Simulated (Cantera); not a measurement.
A Cantera script and its output.

```python
import numpy as np
import cantera as ct

gas = ct.Solution("h2o2.yaml")
gas.TPX = 950, 13332, {'H2': 0.62, 'O2': 1, 'N2': 4.1}
reactor = ct.IdealGasConstPressureReactor(gas, energy="off", clone=False)
net = ct.ReactorNet([reactor])
net.rtol, net.atol = 1e-08, 1e-18
show = ['H2', 'O2', 'H', 'OH', 'HO2', 'O']
times = np.geomspace(0.0003, 30, 12)

steps = ct.SolutionArray(gas, extra=["t"])
rows = []
print(f"{'t/s':>10s}{'T/K':>9s}{'P/Pa':>11s}" + "".join(f"{s:>11s}" for s in show))
for t in times:
    while net.time < t:
        t_next = net.step()
        steps.append(gas.state, t=t_next)
    rows.append([np.interp(t, steps.t, y) for y in (steps.T, steps.P, *steps(*show).X.T)])
    print(f"{t:10.3e}{rows[-1][0]:9.1f}{rows[-1][1]:11.4g}" + "".join(f"{x:11.3e}" for x in rows[-1][2:]))
rate = np.gradient(steps.T, steps.t)
print("integrator steps:", len(steps.t))
if steps.T.max() > steps.T[0] + 200:
    print(f"time of steepest temperature rise: {steps.t[rate.argmax()]:.4e} s")
gas.TPX = 950, 13332, {'H2': 0.62, 'O2': 1, 'N2': 4.1}
gas.equilibrate("TP")
print(f"equilibrium (TP): T = {gas.T:.1f} K  " + "  ".join(f"{s} {gas[s].X[0]:.3e}" for s in show))
```

It prints:

```
       t/s      T/K       P/Pa         H2         O2          H         OH        HO2          O
 3.000e-04    950.0  1.333e+04  1.084e-01  1.748e-01  6.344e-10  4.860e-11  2.715e-10  1.533e-10
 8.544e-04    950.0  1.333e+04  1.084e-01  1.748e-01  2.066e-07  1.598e-08  5.339e-08  5.070e-08
 2.433e-03    950.0  1.333e+04  2.061e-02  1.364e-01  1.278e-02  1.602e-03  2.414e-05  2.829e-03
 6.930e-03    950.0  1.333e+04  1.405e-03  1.281e-01  3.587e-05  9.278e-05  1.303e-05  9.655e-05
 1.974e-02    950.0  1.333e+04  4.328e-04  1.277e-01  3.281e-06  3.097e-05  6.413e-06  2.016e-05
 5.621e-02    950.0  1.333e+04  1.129e-04  1.276e-01  3.715e-07  1.416e-05  2.433e-06  4.261e-06
 1.601e-01    950.0  1.333e+04  1.839e-05  1.275e-01  2.993e-08  7.060e-06  5.167e-07  6.676e-07
 4.560e-01    950.0  1.333e+04  1.565e-06  1.275e-01  1.381e-09  3.269e-06  5.772e-08  9.042e-08
 1.299e+00    950.0  1.333e+04  7.136e-08  1.275e-01  6.301e-11  1.493e-06  6.275e-09  1.656e-08
 3.699e+00    950.0  1.333e+04  2.664e-09  1.275e-01  6.371e-12  7.614e-07  1.321e-09  4.292e-09
 1.053e+01    950.0  1.333e+04  5.020e-10  1.275e-01  1.077e-12  4.227e-07  4.288e-10  1.331e-09
 3.000e+01    950.0  1.333e+04  1.563e-10  1.275e-01  2.077e-13  2.435e-07  1.807e-10  4.437e-10
integrator steps: 1760
equilibrium (TP): T = 950.0 K  H2 1.612e-11  O2 1.275e-01  H 6.157e-15  OH 6.450e-08  HO2 1.786e-10  O 3.129e-11
```

Cantera simulation using the H2/O2 subset of GRI-Mech 3.0, which has no nitrogen chemistry; the numbers are that mechanism's predictions, not measurements. Radical loss at walls, strong at low pressure, is not modelled. The temperature is held fixed by assumption; the heat of reaction is taken as removed at once.
